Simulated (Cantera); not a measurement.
A closed system holds: 1 mol Si(CH3)4, 0.0051 mol C2H2, 1500 mol H2, equilibrated at 34.5 Torr.

Equilibrium computed with Cantera from the NASA thermochemical tables; the gas is ideal and each condensed phase is pure. Candidate condensed phases: C, C6H6, C7H8, C8H18, Si, SiC; 87 gas species. Gases not in the tables: Si2H6 and higher silanes. Rates play no part.

Which condensed phases are stable at each of these points (T (°C)): 1002, 1077, 1152, 1227, 1302, 1377, 1452, 1527, 1602, 1677, 1752, 1827, 1902, 1977?


| T (°C) | condensed phases | Si condensed (%) |
|---|---|---|
| 1002 | C(graphite) + SiC(s) | 100.0 |
| 1077 | C(graphite) + SiC(s) | 100.0 |
| 1152 | C(graphite) + SiC(s) | 100.0 |
| 1227 | C(graphite) + SiC(s) | 100.0 |
| 1302 | C(graphite) + SiC(s) | 100.0 |
| 1377 | C(graphite) + SiC(s) | 100.0 |
| 1452 | C(graphite) + SiC(s) | 99.9 |
| 1527 | C(graphite) + SiC(s) | 99.6 |
| 1602 | C(graphite) + SiC(s) | 98.5 |
| 1677 | C(graphite) + SiC(s) | 95.1 |
| 1752 | C(graphite) + SiC(s) | 84.6 |
| 1827 | SiC(s) | 49.5 |
| 1902 | gas only | 0.0 |
| 1977 | gas only | 0.0 |

From 1002 °C to 1752 °C the condensed part is C(graphite) + SiC(s). At 1827 °C the condensed part is SiC(s). From 1902 °C to 1977 °C nothing is condensed.
